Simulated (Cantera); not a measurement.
Standard-state values (1 bar) from the NASA 1993 polynomials, evaluated with Cantera. Values are per mole of reaction as written; species without (g) are pure solids or liquids, kept so even where they would boil at 1 bar.

2 Pb + S2(g) → 2 PbS(g), with ΔH° = 135.2 kJ and ΔS° = 144.8 J/K at 300 K.

Q: How far is the shortcut ΔG° ≈ ΔH°(300 K) − T·ΔS°(300 K) from the full temperature-dependent value at 723, 773, 823, 873, 923, 973, 1023, 1073, 1123 K?

A: 
```tsv
T (K)	shortcut (kJ)	full (kJ)	difference (kJ)	difference in log10 K	condensed phases
723	30.5	36.2	-5.8	0.42	Pb(l)
773	23.2	30.7	-7.5	0.50	Pb(l)
823	16.0	25.2	-9.2	0.58	Pb(l)
873	8.7	19.7	-11.0	0.66	Pb(l)
923	1.5	14.4	-12.9	0.73	Pb(l)
973	-5.8	9.1	-14.8	0.80	Pb(l)
1023	-13.0	3.8	-16.8	0.86	Pb(l)
1073	-20.2	-1.4	-18.9	0.92	Pb(l)
1123	-27.5	-6.5	-20.9	0.97	Pb(l)
```
The shortcut ignores heat capacities and the phase changes listed.
